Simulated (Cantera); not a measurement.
An adiabatic, constant-pressure homogeneous reactor starts with H₂ : O₂ : N₂ = 1 : 0.2 : 0.752 (molar parts), equivalence ratio 2.5, at 1073 K and 2900000 Pa.

Computed with Cantera and the H2/O2 subset of GRI-Mech 3.0, which has no nitrogen chemistry. The hydrogen kinetics of GRI-Mech 3.0 are dated; newer H2 mechanisms differ, most at raised pressure. The pressure lies above the range GRI-Mech 3.0 was tuned for (to about 10 atm).

One state of this run: T (K) = 2542; x H₂ = 0.340; x O₂ = 8.25e-7; x OH = 0.000478; x O = 3.02e-6; x H₂O₂ = 8.57e-9; x HO₂ = 4.92e-9; x H₂O = 0.227. x: mole fraction; the columns are a selection and need not sum to one.

Which value of t (s) does it belong to?
(A) 0.000885
(B) 0.000167
(C) 1.38e-5
(D) 3.17e-5

A, 0.000885
